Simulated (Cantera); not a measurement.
A perfectly stirred reactor is fed with H₂ : O₂ : N₂ = 1 : 0.357 : 1.34 (molar parts), at 263 Torr; it is adiabatic with a 750 K inlet, and is followed from long to short residence time, starting on the burning branch (τ in s: 0.41, 0.11, 0.027, 0.0071, 0.0018, 0.00048, 0.00012, 3.2e-05, 8.3e-06).

Model: GRI-Mech 3.0 (53 species, 325 reactions), integrated in Cantera.

x: mole fraction; the columns are a selection and need not sum to one.

```
τ (s)         T (K)        x H₂        x O₂        x NO        x OH      x H₂O₂       x H₂O         x H
-------  ----------  ----------  ----------  ----------  ----------  ----------  ----------  ----------
0.41           2510       0.120    0.000723     0.00113     0.00819     3.34e-8       0.289      0.0162
0.11           2500       0.120  (withheld)     0.00108     0.00861     3.51e-8       0.288      0.0173
0.027          2459       0.119     0.00121    0.000878      0.0101     4.06e-8       0.285      0.0213
0.0071         2351       0.117     0.00244    0.000426      0.0129     5.38e-8       0.276      0.0318
0.0018         2142       0.114     0.00519    0.000111      0.0154     1.01e-7       0.261      0.0526
0.00048        1877       0.108     0.00918     4.21e-5      0.0145     2.75e-7       0.244      0.0804
0.00012        1582       0.104      0.0158     1.52e-5      0.0103     8.30e-7       0.226       0.111
3.2e-5   (withheld)  (withheld)  (withheld)  (withheld)  (withheld)  (withheld)  (withheld)  (withheld)
8.3e-6          750       0.371       0.132      <1e-12      <1e-12      <1e-12      <1e-12      <1e-12
```

Q: Some entries are withheld; supply them.

A: 
- 0.11, x O₂: 0.000820
- 3.2e-5, T (K): 1274
- 3.2e-5, x H₂: 0.160
- 3.2e-5, x O₂: 0.0450
- 3.2e-5, x NO: 2.27e-6
- 3.2e-5, x OH: 0.00481
- 3.2e-5, x H₂O₂: 1.26e-6
- 3.2e-5, x H₂O: 0.169
- 3.2e-5, x H: 0.101
